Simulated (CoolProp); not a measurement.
Model: reference Helmholtz-energy equation of state, de Reuck 1990, in CoolProp.

Give the vapour pressure (bar), liquid density (kg/m³), vapour density (kg/m³), surface tension (mN/m) of saturated fluorine at 93.8, 101.7, 117.5 K.


```csv
T (K),p (bar),liquid density (kg/m³),vapour density (kg/m³),surface tension (mN/m)
93.8,2.50,1440,13.0,11.1
101.7,4.89,1380,24.4,9.02
117.5,14.2,1230,69.1,5.14
```

Surface tension comes from a separate correlation (Mulero 2012).
